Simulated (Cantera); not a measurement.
Charge: 1 mol Si, 15 mol HBr, 10 mol N2, equilibrated at 1475 °C and 1800 Pa.

These are equilibrium values from Cantera (NASA tables, ideal gas, pure condensed phases), not measurements of a reactor. Candidate condensed phases: Br2, Si, Si3N4; 28 gas species. The tables' values for SiBr3, SiBr are old estimates; treat these amounts as uncertain. The numbers say what is thermodynamically allowed, not how fast it happens.

Base state: HBr 0.392, N2 0.380, Br 0.100, H2 0.0890, SiBr2 0.0366, SiBr3 0.00107, H 0.000508, SiBr4 0.000288 (mole fractions); condensed: gas only.

**Question.** What changes in the equilibrium state with this change: pressure from 1800 Pa to 1.10 Pa?

**Answer.** 
```json
[
 {"species": "Br", "before": "0.100", "after": "0.390"},
 {"species": "N2", "before": "0.380", "after": "0.307"},
 {"species": "H2", "before": "0.0890", "after": "0.188"},
 {"species": "HBr", "before": "0.392", "after": "0.0547"},
 {"species": "Si", "before": "6.47e-7", "after": "0.0206"},
 {"species": "H", "before": "0.000508", "after": "0.0299"},
 {"species": "SiBr2", "before": "0.0366", "after": "0.00656"},
 {"species": "SiBr4", "before": "0.000288", "after": "<1e-9"},
 {"species": "Si2", "before": "<1e-9", "after": "1.65e-5"}
]
```
The tables' values for SiBr, SiN are old estimates; treat these amounts as uncertain.
